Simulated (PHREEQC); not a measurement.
Solution (25 °C): 0.94 mol/kgw NaCl and 0.29 mol/kgw K2SO4. Closed to the air; pH follows from the charge balance.

Model: Pitzer model, pitzer.dat, run in PHREEQC.

Question: The ionic strength comes out as 1.81 mol/kgw. What activity coefficients do K+, Cl-, SO4-2, Na+ get?

Answer: K+ 0.53, Cl- 0.58, SO4-2 0.051, Na+ 0.59. Single-ion values are on the MacInnes scale.

This is a speciation only: nothing precipitates in the calculation.
